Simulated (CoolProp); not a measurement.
Nitrous oxide along the isobar 29.4 MPa: fugacity coefficient from the reference equation and from simpler models built on Tc = 36.4 °C, pc = 7.245 MPa, ω = 0.161; each cubic takes its own stable root.

Computed with CoolProp (reference Helmholtz-energy equation of state, Lemmon 2006). It is a short technical equation, of lower accuracy than the large ones.

| T (°C) | phase | reference | van der Waals | Redlich-Kwong | Soave-Redlich-Kwong |
|---|---|---|---|---|---|
| -60.45 | liquid | 0.02480 | … | 0.03328 | 0.02610 |
| -48.85 | liquid | … | … | 0.04942 | 0.04015 |
| -37.25 | liquid | 0.05540 | 0.1451 | 0.06963 | 0.05855 |
| -25.55 | liquid | 0.07721 | 0.1712 | 0.09411 | 0.08183 |
| -13.95 | liquid | 0.1031 | 0.1986 | 0.1222 | 0.1096 |
| -2.35 | liquid | 0.1332 | 0.2270 | 0.1538 | 0.1420 |
| 9.25 | liquid | 0.1671 | 0.2564 | 0.1883 | 0.1786 |
| 20.95 | liquid | 0.2047 | 0.2867 | 0.2255 | 0.2192 |
| 32.55 | liquid | 0.2447 | 0.3171 | 0.2642 | … |
| 44.15 | supercritical | 0.2867 | 0.3477 | 0.3040 | 0.3079 |
| 55.75 | supercritical | 0.3300 | 0.3783 | … | 0.3546 |

Question: Fill in the missing entries.

Answer: 
- -60.45, van der Waals: 0.09856
- -48.85, reference: 0.03808
- -48.85, van der Waals: 0.1209
- 32.55, Soave-Redlich-Kwong: 0.2625
- 55.75, Redlich-Kwong: 0.3444
